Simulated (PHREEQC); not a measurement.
A solution holds 0.029 mol/kgw Fe2(SO4)3, at 32 °C. Closed to the air; pH follows from the charge balance.

The numbers come from PHREEQC with the ion-association model, phreeqc.dat.

This is a speciation only: nothing precipitates in the calculation.

**Question.** What pH does the model give?

**Answer.** pH 2.60.

**Question.** In which forms is S present?

**Answer.** FeSO4+ 47 %, SO4-2 29 %, Fe(SO4)2- 19 %, HSO4- 3.9 %, FeHSO4+2 0.7 % of the S.

The solution is supersaturated, for example in Hematite (slow to form), Goethite (slow to form), so a real one may precipitate; this is no full list.
